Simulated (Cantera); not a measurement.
## Silicon etching in halogen gases: Si + SF₆ + N₂

Charge: 1 mol Si, 2.1 mol SF₆, a varied amount of N₂, held at 902 °C and 17.3 Torr.

Cantera equilibrium calculation (NASA polynomials, part measured and part estimated; ideal gas, pure solids and liquids). Candidate condensed phases: S, Si, Si₃N₄; 29 gas species. The tables' values for SF₃, SF₅ are old estimates; treat these amounts as uncertain. The numbers say what is thermodynamically allowed, not how fast it happens.

| n(N₂) (mol) | log p N₂ | log p SF₄ | log p SiF₄ | log p SF₆ | log p SF₃ | log p SF₂ |
|---|---|---|---|---|---|---|
| 0.13 | -3.03 | -1.86 | -2.15 | -3.04 | -3.68 | -3.97 |
| 0.24 | -2.78 | -1.88 | -2.16 | -3.05 | -3.69 | -3.98 |
| 0.42 | -2.56 | -1.90 | -2.18 | -3.07 | -3.71 | -4.01 |
| 0.76 | -2.34 | -1.94 | -2.22 | -3.11 | -3.75 | -4.05 |
| 1.4 | -2.15 | -2.01 | -2.29 | -3.18 | -3.82 | -4.11 |
| 2.5 | -1.99 | -2.10 | -2.39 | -3.27 | -3.92 | -4.21 |
| 4.4 | -1.87 | -2.23 | -2.51 | -3.40 | -4.04 | -4.33 |
| 7.9 | -1.78 | -2.40 | -2.68 | -3.57 | -4.21 | -4.50 |
| 14 | -1.73 | -2.59 | -2.87 | -3.76 | -4.40 | -4.69 |
| 26 | -1.69 | -2.82 | -3.10 | -3.99 | -4.63 | -4.92 |
| 46 | -1.67 | -3.04 | -3.33 | -4.22 | -4.86 | -5.14 |
log p: log10 of the partial pressure in bar; nothing condenses.

From 0.13 mol N₂ to 46 mol N₂ nothing is condensed. The main Si-bearing gas is SiF₄ throughout.
